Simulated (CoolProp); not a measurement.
Vapour-liquid equilibrium of propane (1) + dimethyl ether (2) at 212 K; x and y are mole fractions of (1).

Model: multi-fluid Helmholtz-energy mixture model, Lemmon 2009 and Wu 2011; pair parameters Bell 2016, in CoolProp.

```json
[
 {"x": "0.05", "bubble pressure, mixture model (MPa)": "0.01885", "bubble pressure, Raoult's law (MPa)": "0.01636", "y, mixture model": "0.235", "y, Raoult's law": "0.123"},
 {"x": "0.125", "bubble pressure, mixture model (MPa)": "0.02331", "bubble pressure, Raoult's law (MPa)": "0.01824", "y, mixture model": "0.422", "y, Raoult's law": "0.275"},
 {"x": "0.2", "bubble pressure, mixture model (MPa)": "0.02673", "bubble pressure, Raoult's law (MPa)": "0.02011", "y, mixture model": "0.528", "y, Raoult's law": "0.399"},
 {"x": "0.275", "bubble pressure, mixture model (MPa)": "0.02938", "bubble pressure, Raoult's law (MPa)": "0.02199", "y, mixture model": "0.598", "y, Raoult's law": "0.502"},
 {"x": "0.35", "bubble pressure, mixture model (MPa)": "0.03148", "bubble pressure, Raoult's law (MPa)": "0.02387", "y, mixture model": "0.649", "y, Raoult's law": "0.589"},
 {"x": "0.425", "bubble pressure, mixture model (MPa)": "0.03319", "bubble pressure, Raoult's law (MPa)": "0.02575", "y, mixture model": "0.690", "y, Raoult's law": "0.663"},
 {"x": "0.5", "bubble pressure, mixture model (MPa)": "0.03461", "bubble pressure, Raoult's law (MPa)": "0.02763", "y, mixture model": "0.724", "y, Raoult's law": "0.727"},
 {"x": "0.575", "bubble pressure, mixture model (MPa)": "0.03584", "bubble pressure, Raoult's law (MPa)": "0.02951", "y, mixture model": "0.757", "y, Raoult's law": "0.782"},
 {"x": "0.65", "bubble pressure, mixture model (MPa)": "0.03692", "bubble pressure, Raoult's law (MPa)": "0.03139", "y, mixture model": "0.789", "y, Raoult's law": "0.832"},
 {"x": "0.725", "bubble pressure, mixture model (MPa)": "0.03788", "bubble pressure, Raoult's law (MPa)": "0.03327", "y, mixture model": "0.822", "y, Raoult's law": "0.875"},
 {"x": "0.8", "bubble pressure, mixture model (MPa)": "0.03873", "bubble pressure, Raoult's law (MPa)": "0.03515", "y, mixture model": "0.860", "y, Raoult's law": "0.914"},
 {"x": "0.875", "bubble pressure, mixture model (MPa)": "0.03944", "bubble pressure, Raoult's law (MPa)": "0.03702", "y, mixture model": "0.903", "y, Raoult's law": "0.949"},
 {"x": "0.95", "bubble pressure, mixture model (MPa)": "0.03996", "bubble pressure, Raoult's law (MPa)": "0.03890", "y, mixture model": "0.957", "y, Raoult's law": "0.981"}
]
```

The largest gap from Raoult's law is +33.6 % in bubble pressure, at x = 0.275. No azeotrope shows between x = 0.05 and 0.95.

The pair parameters rest on a limited set of measurements; away from them the model extrapolates.
